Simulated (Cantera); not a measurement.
A closed system holds: 1 mol Si, 0.044 mol O₂, 11 mol N₂, equilibrated at 0.100 bar.

These are equilibrium values from Cantera (NASA tables, ideal gas, pure condensed phases), not measurements of a reactor. Candidate condensed phases: Si, SiO₂, Si₂N₂O, Si₃N₄; 16 gas species. N₂ is the only nitrogen source here; it is nearly inert below about 1500 K, so the nitride shown seldom forms there in practice. Mutual solubility and eutectic melting of coexisting phases are not modelled. The tables' values for SiN are old estimates; treat these amounts as uncertain. The numbers say what is thermodynamically allowed, not how fast it happens.

x: gas mole fraction; n: condensed amount in mol.

```json
[
 {"T (K)": "1425", "x N₂": "1.00", "x SiO": "5.88e-8", "x Si": "3.47e-11", "x SiN": "1.97e-11", "x Si₂N": "<1e-12", "x Si₂": "<1e-12", "x Si₃": "<1e-12", "n Si₂N₂O(s)": "0.0880", "n Si₃N₄(s)": "0.275"},
 {"T (K)": "1475", "x N₂": "1.00", "x SiO": "3.08e-7", "x Si": "2.50e-10", "x SiN": "1.13e-10", "x Si₂N": "<1e-12", "x Si₂": "<1e-12", "x Si₃": "<1e-12", "n Si₂N₂O(s)": "0.0880", "n Si₃N₄(s)": "0.275"},
 {"T (K)": "1525", "x N₂": "1.000", "x SiO": "1.44e-6", "x Si": "1.58e-9", "x SiN": "5.80e-10", "x Si₂N": "7.52e-12", "x Si₂": "<1e-12", "x Si₃": "<1e-12", "n Si₂N₂O(s)": "0.0880", "n Si₃N₄(s)": "0.275"},
 {"T (K)": "1575", "x N₂": "1.000", "x SiO": "6.10e-6", "x Si": "8.90e-9", "x SiN": "2.67e-9", "x Si₂N": "6.76e-11", "x Si₂": "<1e-12", "x Si₃": "<1e-12", "n Si₂N₂O(s)": "0.0879", "n Si₃N₄(s)": "0.275"},
 {"T (K)": "1625", "x N₂": "1.000", "x SiO": "[?]", "x Si": "[?]", "x SiN": "1.11e-8", "x Si₂N": "[?]", "x Si₂": "[?]", "x Si₃": "<1e-12", "n Si₂N₂O(s)": "0.0878", "n Si₃N₄(s)": "0.275"},
 {"T (K)": "1675", "x N₂": "1.000", "x SiO": "[?]", "x Si": "[?]", "x SiN": "4.27e-8", "x Si₂N": "[?]", "x Si₂": "[?]", "x Si₃": "<1e-12", "n Si₂N₂O(s)": "0.0871", "n Si₃N₄(s)": "0.275"},
 {"T (K)": "1725", "x N₂": "1.000", "x SiO": "0.000277", "x Si": "8.57e-7", "x SiN": "1.51e-7", "x Si₂N": "2.24e-8", "x Si₂": "3.45e-10", "x Si₃": "7.23e-12", "n Si₂N₂O(s)": "0.0851", "n Si₃N₄(s)": "0.276"},
 {"T (K)": "1775", "x N₂": "0.999", "x SiO": "0.000852", "x Si": "3.30e-6", "x SiN": "4.98e-7", "x Si₂N": "1.24e-7", "x Si₂": "2.77e-9", "x Si₃": "1.01e-10", "n Si₂N₂O(s)": "0.0792", "n Si₃N₄(s)": "0.278"},
 {"T (K)": "1825", "x N₂": "0.998", "x SiO": "0.00246", "x Si": "1.18e-5", "x SiN": "1.53e-6", "x Si₂N": "6.22e-7", "x Si₂": "1.99e-8", "x Si₃": "1.21e-9", "n Si₂N₂O(s)": "0.0624", "n Si₃N₄(s)": "0.283"},
 {"T (K)": "1875", "x N₂": "0.993", "x SiO": "0.00672", "x Si": "3.94e-5", "x SiN": "4.44e-6", "x Si₂N": "2.87e-6", "x Si₂": "1.28e-7", "x Si₃": "1.28e-8", "n Si₂N₂O(s)": "0.0177", "n Si₃N₄(s)": "0.298"},
 {"T (K)": "1925", "x N₂": "0.991", "x SiO": "0.00839", "x Si": "0.000123", "x SiN": "1.22e-5", "x Si₂N": "1.21e-5", "x Si₂": "7.49e-7", "x Si₃": "1.18e-7", "n Si₂N₂O(s)": "0", "n Si₃N₄(s)": "0.303"}
]
```

**Question.** Complete the blanks.

**Answer.** 
- 1675, x SiO: 8.39e-5
- 1675, x Si: 2.05e-7
- 1675, x Si₂N: 3.64e-9
- 1675, x Si₂: 3.77e-11
- 1625, x SiO: 2.36e-5
- 1625, x Si: 4.49e-8
- 1625, x Si₂N: 5.28e-10
- 1625, x Si₂: 3.59e-12
